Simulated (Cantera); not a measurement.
Feed: 1 mol Na2CO3, 3.8 mol H2S, 1.6 mol CO2, held at 1775 K and 0.0133 bar.

Cantera equilibrium calculation (NASA polynomials, part measured and part estimated; ideal gas, pure solids and liquids). Candidate condensed phases: C, C6H6, C7H8, C8H18, H2O, H2SO4, Na, NaOH, NaO2, Na2CO3, Na2O, Na2O2, Na2S, Na2SO4, S; 131 gas species. Rates play no part.

What is the equilibrium state?

x(CO): 0.192
x(Na): 0.184
x(H2O): 0.177
x(H2): 0.168
x(S2): 0.141
x(CO2): 0.0544
x(SO2): 0.0443
x(SO): 0.0147
x(H2S): 0.00858
gas amount: 10.55 mol
log10 activity of S(l) (absent): -2.81
log10 activity of Na2S(l) (absent): -2.83
log10 activity of NaOH(l) (absent): -4.02
